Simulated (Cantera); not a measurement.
A perfectly stirred reactor is fed with 27.1 % CH4, 70.5 % H2O, 2.36 % H2, at 51000 Pa; it is held at 2150 K, and followed from long to short residence time.

Computed with Cantera and GRI-Mech 3.0 (53 species, 325 reactions).

Task: Predict: x(CH4) at τ = 15.0 s; x(H2O) at τ = 15.0 s; x(H2) at τ = 15.0 s; x(H) at τ = 15.0 s; x(OH) at τ = 15.0 s; x(CH4) at τ = 0.240 s; x(H2O) at τ = 0.240 s; x(H2) at τ = 0.240 s; x(H) at τ = 0.240 s; x(OH) at τ = 0.240 s.

Result: 
| Property | Value |
|---|---|
| x(CH4) at τ = 15.0 s | 1.35e-5 |
| x(H2O) at τ = 15.0 s | 0.265 |
| x(H2) at τ = 15.0 s | 0.554 |
| x(H) at τ = 15.0 s | 0.00440 |
| x(OH) at τ = 15.0 s | 0.000271 |
| x(CH4) at τ = 0.240 s | 0.000902 |
| x(H2O) at τ = 0.240 s | 0.267 |
| x(H2) at τ = 0.240 s | 0.553 |
| x(H) at τ = 0.240 s | 0.00406 |
| x(OH) at τ = 0.240 s | 0.000253 |
